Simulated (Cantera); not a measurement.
Feed: 1 mol TEOS, 0.75 mol N2O, 2.5 mol H2, equilibrated at 3.20 mbar.

Equilibrium computed with Cantera from the NASA thermochemical tables; the gas is ideal and each condensed phase is pure. Candidate condensed phases: C, C6H6, C7H8, C8H18, H2O, Si, SiC, SiO2, Si2N2O, Si3N4; 151 gas species. The feed counts by its element totals alone. The tables hold silica as quartz up to 1696 K and as liquid above; real silica turns to tridymite and cristobalite and melts near 1996 K. Equilibrium is a limit: real reactors are often held back by kinetics, nucleation or transport.

Which condensed phases are stable at each of these points (T (°C)): 400, 500, 600, 700, 800, 900, 1000, 1100, 1200, 1300, 1400, 1500, 1600?


```
T (°C)              condensed phases  Si condensed (%)
------  ----------------------------  ----------------
400     C(graphite) + SiO2(α-quartz)             100.0
500     C(graphite) + SiO2(α-quartz)             100.0
600     C(graphite) + SiO2(β-quartz)             100.0
700     C(graphite) + SiO2(β-quartz)             100.0
800     C(graphite) + SiO2(β-quartz)             100.0
900     C(graphite) + SiO2(β-quartz)             100.0
1000         C(graphite) + Si2N2O(s)             100.0
1100         C(graphite) + Si2N2O(s)              99.7
1200            C(graphite) + SiC(s)              99.2
1300            C(graphite) + SiC(s)              98.8
1400            C(graphite) + SiC(s)              98.2
1500            C(graphite) + SiC(s)              97.5
1600            C(graphite) + SiC(s)              96.6
```

From 400 °C to 500 °C the condensed part is C(graphite) + SiO2(α-quartz). From 600 °C to 900 °C the condensed part is C(graphite) + SiO2(β-quartz). From 1000 °C to 1100 °C the condensed part is C(graphite) + Si2N2O(s). From 1200 °C to 1600 °C the condensed part is C(graphite) + SiC(s).
